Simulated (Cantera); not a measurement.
An isothermal, constant-pressure homogeneous reactor starts with CH4 : H2 : N2 = 0.011 : 1 : 0.0027 (molar parts), at 2450 K and 51.8 Torr.

Computed with Cantera and GRI-Mech 3.0 (53 species, 325 reactions). GRI-Mech 3.0 stops at C3 and has no aromatics, soot or wall deposition, so with more carbon than oxygen in the feed, carbon stays in small species such as C2H2 where larger ones or solid carbon would form.

x: mole fraction; the columns are a selection and need not sum to one.

| t (s) | x CH4 | x H2 | x H | x C2H | x C2H2 | x CH2 |
|---|---|---|---|---|---|---|
| 3.00e-6 | 0.0108 | 0.986 | 0.000106 | <1e-12 | 9.51e-12 | 1.08e-8 |
| 7.98e-6 | 0.0107 | 0.986 | 0.000319 | <1e-12 | 4.75e-10 | 5.78e-8 |
| 2.12e-5 | 0.0106 | 0.986 | 0.000902 | 1.05e-12 | 1.80e-8 | 3.16e-7 |
| 5.64e-5 | 0.0103 | 0.984 | 0.00243 | 1.05e-10 | 6.62e-7 | 1.91e-6 |
| 0.000150 | 0.00958 | 0.980 | 0.00633 | 8.84e-9 | 2.13e-5 | 1.10e-5 |
| 0.000399 | 0.00764 | 0.972 | 0.0151 | 4.09e-7 | 0.000411 | 4.59e-5 |
| 0.00106 | 0.00341 | 0.963 | 0.0267 | 4.80e-6 | 0.00269 | 6.60e-5 |
| 0.00282 | 0.000720 | 0.956 | 0.0357 | 1.12e-5 | 0.00464 | 2.79e-5 |
| 0.00751 | 0.000138 | 0.948 | 0.0440 | 1.52e-5 | 0.00510 | 8.50e-6 |
| 0.0200 | ___ | 0.938 | ___ | ___ | 0.00517 | ___ |
| 0.0531 | 9.58e-6 | 0.925 | 0.0674 | 2.41e-5 | 0.00515 | 1.46e-6 |
| 0.141 | 7.45e-6 | 0.919 | 0.0735 | 2.64e-5 | 0.00513 | 1.37e-6 |
| 0.376 | 7.37e-6 | 0.918 | 0.0738 | 2.65e-5 | 0.00512 | 1.37e-6 |
| 1.00 | 7.37e-6 | 0.918 | 0.0738 | 2.64e-5 | 0.00511 | 1.37e-6 |

Task: Fill in the missing entries.

Result: 
- 0.0200, x CH4: 2.86e-5
- 0.0200, x H: 0.0546
- 0.0200, x C2H: 1.93e-5
- 0.0200, x CH2: 2.80e-6
